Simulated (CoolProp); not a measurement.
Vapour-liquid equilibrium of propylene (1) + R22 (2) at 3.73 kPa; x and y are mole fractions of (1).

The numbers come from the multi-fluid Helmholtz-energy mixture model, Lemmon 2013 and Kamei 1995; pair parameters Bell 2016 in CoolProp.

| x | bubble temperature, mixture model (K) | bubble temperature, Raoult's law (K) | y, mixture model | y, Raoult's law |
|---|---|---|---|---|
| 0.05 | 178.8 | 179.6 | 0.148 | 0.090 |
| 0.2 | 176.2 | 178.2 | 0.413 | 0.322 |
| 0.35 | 174.7 | 176.9 | 0.560 | 0.509 |
| 0.5 | 173.8 | 175.7 | 0.664 | 0.661 |
| 0.65 | 173.1 | 174.6 | 0.753 | 0.785 |
| 0.8 | 172.6 | 173.5 | 0.845 | 0.888 |
| 0.95 | 172.3 | 172.6 | 0.955 | 0.974 |

The largest gap from Raoult's law is -2.2 K in bubble temperature, at x = 0.35. No azeotrope shows between x = 0.05 and 0.95.

Pair parameters are fitted to limited data, so mixtures are less certain than the pure fluids.
